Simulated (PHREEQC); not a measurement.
Solution (15 °C and 500 atm): 0.28 mol/kgw NaH2PO4 and 7.4e-05 mol/kgw HNO3. Closed to the air; pH follows from the charge balance.

Computed with PHREEQC (ion-association model, phreeqc.dat).

| quantity | before | after |
|---|---|---|
| pH | 4.21 | 4.13 |
| ionic strength (mol/kgw) | 0.281 | 7.40e-5 |

**Question.** Which change was made?
A. 0.014 mol/kgw NaOH added
B. HNO3 from 7.4e-05 to 0.00037 mol/kgw
C. NaH2PO4 left out
D. NaH2PO4 from 0.28 to 0.14 mol/kgw
E. HNO3 from 7.4e-05 to 0.000148 mol/kgw

**Answer.** C, NaH2PO4 left out

This is a speciation only: nothing precipitates in the calculation. Under pressure, the constants of complexes without a molar volume in the database are unreliable.
